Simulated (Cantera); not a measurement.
An isothermal, constant-pressure homogeneous reactor starts with CO : O₂ : H₂O : N₂ = 0.0055 : 0.019 : 0.0002 : 1 (molar parts), equivalence ratio 0.14, at 1273 K and 0.100 bar. Integrator tolerance rtol = 1e-08.

Detailed kinetics in Cantera: GRI-Mech 3.0 (53 species, 325 reactions).

**Question.** What does this change do: 0.0095 parts H2 added?

**Answer.** 
| quantity | before | after |
|---|---|---|
| x(CO) at 2.00 s | 1.24e-5 (gas-phase equilibrium 1.20e-8) | 6.06e-7 (gas-phase equilibrium 1.42e-8) |
| x(O₂) at 2.00 s | 0.0159 (gas-phase equilibrium 0.0158) | 0.0112 (gas-phase equilibrium 0.0112) |
| x(H₂O) at 2.00 s | 0.000192 (gas-phase equilibrium 0.000196) | 0.00944 (gas-phase equilibrium 0.00945) |
| x(NO) at 2.00 s | 1.27e-6 (gas-phase equilibrium 0.000102) | 3.22e-6 (gas-phase equilibrium 8.52e-5) |
| x(HO₂) at 2.00 s | 3.24e-8 (gas-phase equilibrium 1.03e-10) | 7.27e-9 (gas-phase equilibrium 5.52e-10) |
| x(NO₂) at 2.00 s | 1.62e-9 (gas-phase equilibrium 1.07e-7) | 3.89e-9 (gas-phase equilibrium 7.52e-8) |
